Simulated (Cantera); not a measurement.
## Aluminium nitride and oxide growth: Al + NH₃ + N₂ + HCl

A closed system holds: 1 mol Al, 2.5 mol NH₃, 5.7 mol N₂, 1.6 mol HCl, held at 15.0 Torr.

Equilibrium computed with Cantera from the NASA thermochemical tables; the gas is ideal and each condensed phase is pure. Candidate condensed phases: Al, AlCl₃, AlN, NH₄Cl; 20 gas species. The tables' values for AlCl₂ are old estimates; treat these amounts as uncertain. Kinetics and transport are ignored.

| T (K) | x N₂ | x H₂ | x HCl | x AlCl | x AlCl₃ | x H | x AlCl₂ | n AlN(s) |
|---|---|---|---|---|---|---|---|---|
| 750 | 0.556 | 0.346 | 0.0784 | <1e-12 | 0.0189 | 1.32e-12 | 1.44e-10 | 0.775 |
| 850 | 0.557 | 0.349 | 0.0740 | 2.22e-12 | 0.0205 | 8.55e-11 | 8.41e-9 | 0.758 |
| 950 | 0.557 | 0.350 | 0.0704 | 4.20e-10 | 0.0217 | 2.33e-9 | 2.05e-7 | 0.744 |
| 1050 | 0.558 | 0.352 | 0.0676 | 2.89e-8 | 0.0227 | 3.40e-8 | 2.69e-6 | 0.733 |
| 1150 | 0.558 | 0.353 | 0.0653 | 9.40e-7 | 0.0234 | 3.13e-7 | 2.23e-5 | 0.723 |
| 1250 | 0.559 | 0.354 | 0.0633 | 1.73e-5 | 0.0240 | 2.03e-6 | 0.000131 | 0.715 |
| 1350 | 0.559 | 0.355 | 0.0615 | 0.000205 | 0.0242 | 1.00e-5 | 0.000584 | 0.705 |
| 1450 | 0.559 | 0.355 | 0.0592 | 0.00169 | 0.0234 | 3.98e-5 | 0.00205 | 0.679 |
| 1550 | 0.557 | 0.353 | 0.0543 | 0.0100 | 0.0195 | 0.000132 | 0.00549 | 0.581 |
| 1650 | 0.552 | 0.347 | 0.0418 | 0.0401 | 0.00976 | 0.000379 | 0.00915 | 0.271 |
| 1750 | 0.546 | 0.340 | 0.0341 | 0.0683 | 0.00281 | 0.000959 | 0.00741 | 0 |
| 1850 | 0.544 | 0.336 | 0.0391 | 0.0716 | 0.00114 | 0.00221 | 0.00549 | 0 |
| 1950 | 0.543 | 0.332 | 0.0418 | 0.0736 | 0.000448 | 0.00467 | 0.00391 | 0 |
| 2050 | 0.541 | 0.328 | 0.0430 | 0.0746 | 0.000180 | 0.00919 | 0.00276 | 0 |
x: gas mole fraction; n: condensed amount in mol.

From 750 K to 1650 K the condensed part is AlN(s). From 1750 K to 2050 K nothing is condensed. The main Al-bearing gas is AlCl₃ at 750 K and AlCl at 2050 K.
